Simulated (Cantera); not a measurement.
An isothermal, constant-pressure homogeneous reactor starts with 0.990 % CH4, 99.0 % N2, at 1500 K and 170000 Pa.

Model: GRI-Mech 3.0 (53 species, 325 reactions), integrated in Cantera. GRI-Mech 3.0 stops at C3 and has no aromatics, soot or wall deposition, so with more carbon than oxygen in the feed, carbon stays in small species such as C2H2 where larger ones or solid carbon would form.

x: mole fraction; the columns are a selection and need not sum to one.

```json
[
 {"t (s)": "9.00e-6", "x CH4": "0.00990", "x CH2": "<1e-12", "x C2H2": "<1e-12", "x H": "1.21e-8", "x CH3": "6.31e-8"},
 {"t (s)": "4.90e-5", "x CH4": "0.00990", "x CH2": "1.17e-12", "x C2H2": "<1e-12", "x H": "1.27e-8", "x CH3": "3.97e-7"},
 {"t (s)": "0.000267", "x CH4": "0.00990", "x CH2": "2.32e-11", "x C2H2": "2.16e-12", "x H": "1.29e-8", "x CH3": "…"},
 {"t (s)": "0.00146", "x CH4": "0.00989", "x CH2": "3.70e-10", "x C2H2": "1.81e-9", "x H": "1.60e-8", "x CH3": "9.37e-6"},
 {"t (s)": "0.00794", "x CH4": "0.00981", "x CH2": "…", "x C2H2": "…", "x H": "…", "x CH3": "…"},
 {"t (s)": "0.0433", "x CH4": "0.00911", "x CH2": "5.19e-9", "x C2H2": "0.000114", "x H": "2.31e-7", "x CH3": "3.56e-5"},
 {"t (s)": "0.236", "x CH4": "0.00690", "x CH2": "2.19e-9", "x C2H2": "0.00135", "x H": "6.34e-7", "x CH3": "1.96e-5"},
 {"t (s)": "1.28", "x CH4": "0.00346", "x CH2": "7.96e-10", "x C2H2": "0.00315", "x H": "1.13e-6", "x CH3": "8.26e-6"},
 {"t (s)": "7.00", "x CH4": "0.000962", "x CH2": "2.05e-10", "x C2H2": "0.00440", "x H": "1.50e-6", "x CH3": "2.20e-6"}
]
```

Question: Fill in the missing entries.

Answer: 
- 0.000267, x CH3: 2.19e-6
- 0.00794, x CH2: 2.09e-9
- 0.00794, x C2H2: 6.46e-7
- 0.00794, x H: 3.92e-8
- 0.00794, x CH3: 2.30e-5
